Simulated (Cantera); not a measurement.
What does this Cantera script print?

```python
import numpy as np
import cantera as ct

surf = ct.Interface("diamond.yaml", "diamond_100")
gas, bulk = surf.adjacent["gas"], surf.adjacent["diamond"]
k = surf.kinetics_species_index(bulk.species_names[0])
cover = ["c6HH", "c6H*", "c6*H", "c6**", "c6HM", "c6B"]

rows, drift = [], 0.0
print(f"{'T':>10s}{'um/h':>11s}" + "".join(f"{s:>11s}" for s in cover))
for v in [900, 975, 1050, 1125, 1200, 1275, 1350]:
    T, P, xH, xCH3 = v, 21000, 0.015, 7.1e-05
    gas.TPX = T, P, {"H": xH, "CH3": xCH3, "CH4": 0.021, "H2": 1 - xH - xCH3 - 0.021}
    surf.TP = bulk.TP = T, P
    surf.coverages = "c6H*:0.1, c6HH:0.9"
    surf.advance_coverages(100.0)
    before = surf.coverages
    surf.advance_coverages(100.0)
    drift = max(drift, np.max(np.abs(surf.coverages - before) / (surf.coverages + 1e-9)))
    rate = surf.net_production_rates[k] * bulk.mean_molecular_weight / bulk.density * 3.6e9
    rows.append([rate, *surf[cover].coverages])
    print(f"{v:10.4g}{rate:11.4e}" + "".join(f"{x:11.3e}" for x in rows[-1][1:]))
```

Result:

```
         T       um/h       c6HH       c6H*       c6*H       c6**       c6HM        c6B
       900 4.6781e+00  6.885e-01  1.099e-02  2.911e-01  4.432e-03  3.992e-03  1.269e-08
       975 7.0319e+00  6.174e-01  1.674e-02  3.538e-01  8.202e-03  2.867e-03  1.908e-08
      1050 9.7315e+00  5.509e-01  2.354e-02  4.088e-01  1.374e-02  2.095e-03  2.641e-08
      1125 1.2345e+01  4.909e-01  3.108e-02  4.544e-01  2.124e-02  1.519e-03  3.350e-08
      1200 1.3628e+01  4.379e-01  3.905e-02  4.906e-01  3.073e-02  1.015e-03  3.698e-08
      1275 1.1919e+01  3.920e-01  4.716e-02  5.178e-01  4.209e-02  5.427e-04  3.234e-08
      1350 8.5658e+00  3.524e-01  5.514e-02  5.369e-01  5.506e-02  2.156e-04  2.324e-08
```

Cantera simulation using the Harris–Goodwin 1993 mechanism for the reconstructed diamond (100) surface; the numbers are that mechanism's predictions, not measurements.
